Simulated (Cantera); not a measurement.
## Stirred combustor or abatement burner

A perfectly stirred reactor is fed with 12.6 % CH3OH, 17.2 % O2, 64.8 % N2, 5.43 % H2, at 8.10 bar; it is adiabatic with a 573 K inlet, and is followed from long to short residence time, starting on the burning branch (τ in s: 0.03, 0.017, 0.01, 0.0059, 0.0035, 0.002, 0.0012, 0.0007, 0.00041, 0.00024, 0.00014, 8.2e-05).

Detailed kinetics in Cantera: GRI-Mech 3.0 (53 species, 325 reactions). GRI-Mech 3.0 was tuned for natural gas; its chemistry of methanol as a main component is partial and can be far from experiment.

| τ (s) | T (K) | x CH3OH | x O2 | x CO | x CH2CO | x OH | x O | x CH4 |
|---|---|---|---|---|---|---|---|---|
| 0.030 | 2334 | 6.66e-7 | 0.000103 | 0.0503 | 6.69e-9 | 0.00115 | 2.16e-5 | 2.83e-6 |
| 0.017 | 2332 | 1.08e-6 | 0.000139 | 0.0503 | 1.02e-8 | 0.00127 | 2.65e-5 | 3.73e-6 |
| 0.010 | 2329 | 1.67e-6 | 0.000191 | 0.0504 | 1.43e-8 | 0.00143 | 3.39e-5 | 4.42e-6 |
| 0.0059 | 2326 | 2.50e-6 | 0.000267 | 0.0504 | 1.91e-8 | 0.00166 | 4.56e-5 | 4.87e-6 |
| 0.0035 | 2321 | 3.64e-6 | 0.000377 | 0.0505 | 2.44e-8 | 0.00195 | 6.38e-5 | 5.06e-6 |
| 0.0020 | 2314 | 5.38e-6 | 0.000550 | 0.0507 | 3.08e-8 | 0.00234 | 9.38e-5 | 5.14e-6 |
| 0.0012 | 2305 | 7.60e-6 | 0.000776 | 0.0509 | 3.78e-8 | 0.00278 | 0.000135 | 5.26e-6 |
| 0.00070 | 2294 | 1.09e-5 | 0.00111 | 0.0512 | 4.75e-8 | 0.00332 | 0.000198 | 5.60e-6 |
| 0.00041 | 2279 | 1.56e-5 | 0.00157 | 0.0516 | 6.13e-8 | 0.00392 | 0.000286 | 6.34e-6 |
| 0.00024 | 2261 | 2.25e-5 | 0.00220 | 0.0522 | 8.24e-8 | 0.00458 | 0.000408 | 7.76e-6 |
| 0.00014 | 2239 | 3.28e-5 | 0.00305 | 0.0530 | 1.17e-7 | 0.00527 | 0.000569 | 1.03e-5 |
| 8.2e-5 | 2212 | 4.83e-5 | 0.00416 | 0.0540 | 1.74e-7 | 0.00592 | 0.000769 | 1.50e-5 |
x: mole fraction; the columns are a selection and need not sum to one.
